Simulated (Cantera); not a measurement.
A Cantera script and what it prints.

```python
import numpy as np
import cantera as ct

gas_names = """
    B BH BH2 BH3 BN B2 H H2 N NH NH2 NH3 N2 N2H2 N2H4
""".split()
cond_names = """
    B(b) B(L) BN(s)
""".split()


# ... load() reads the species with a 1 bar reference pressure and builds the phases ...
atoms = {
    'borazine': {'B': 3, 'N': 3, 'H': 6},
    'N2': {'N': 2},
}
top_T = {'BN(s)': 3200}  # K; cautious upper limits of use, not melting points


# ... equilibrate(T, P, feed) seeds the gas with the atoms and calls Mixture.equilibrate('TP', solver="vcs", rtol=1e-11, max_steps=5000) ...
results = []
T = 2448  # K
P = 27000  # Pa
for m in [0.62, 0.99, 1.6, 2.5, 3.9, 6.2, 9.8, 16, 25, 39]:
    feed = {'borazine': 1, 'N2': m}  # mol
    mix = equilibrate(T, P, feed)
    results.append((T, P, feed, dict(zip(mix.species_names, mix.species_moles))))

top = {s: max(r[3][s] / sum(r[3][g] for g in gas_names) for r in results) for s in gas_names}
cols = sorted((s for s in top if top[s] > 1e-05), key=lambda s: -top[s])[:9]
seen = [c for c in cond_names if any(r[3].get(c, 0) > 1e-12 for r in results)]
print("log10 of partial pressures in bar; condensed amounts in mol")
print(f"{'n(N2)':>10s}" + "".join(f"{s[:9]:>10s}" for s in cols + seen))
for T, P, feed, n in results:
    ng = sum(n[g] for g in gas_names)
    print(f"{feed['N2']:10.4g}" + "".join(f"{np.log10(max(n[s] / ng * P / 1e5, 1e-99)):10.3f}" for s in cols)
          + "".join(f"{n.get(c, 0):10.4g}" for c in seen))
```

It prints:

```
log10 of partial pressures in bar; condensed amounts in mol
     n(N2)        N2        H2         H       BH2         B        BH       BH3        BN     BN(s)
      0.62    -1.340    -0.669    -2.035    -3.202    -4.349    -4.908    -5.154    -5.396      2.99
      0.99    -1.180    -0.711    -2.056    -3.324    -4.429    -5.009    -5.297    -5.396     2.992
       1.6    -1.033    -0.773    -2.087    -3.459    -4.502    -5.113    -5.463    -5.396     2.993
       2.5    -0.917    -0.850    -2.126    -3.595    -4.560    -5.211    -5.637    -5.396     2.994
       3.9    -0.822    -0.949    -2.176    -3.741    -4.608    -5.308    -5.834    -5.396     2.994
       6.2    -0.745    -1.075    -2.239    -3.906    -4.646    -5.409    -6.061    -5.396     2.995
       9.8    -0.689    -1.221    -2.311    -4.079    -4.674    -5.510    -6.307    -5.396     2.995
        16    -0.647    -1.395    -2.399    -4.275    -4.695    -5.618    -6.590    -5.396     2.994
        25    -0.621    -1.567    -2.485    -4.460    -4.708    -5.717    -6.861    -5.396     2.994
        39    -0.603    -1.749    -2.575    -4.650    -4.717    -5.817    -7.142    -5.396     2.993
```

Equilibrium computed with Cantera from the NASA thermochemical tables; the gas is ideal and each condensed phase is pure. The feed counts by its element totals alone. The tables' values for BH2 are old estimates; treat these amounts as uncertain. Gases not in the tables: B2H6 and higher boranes.
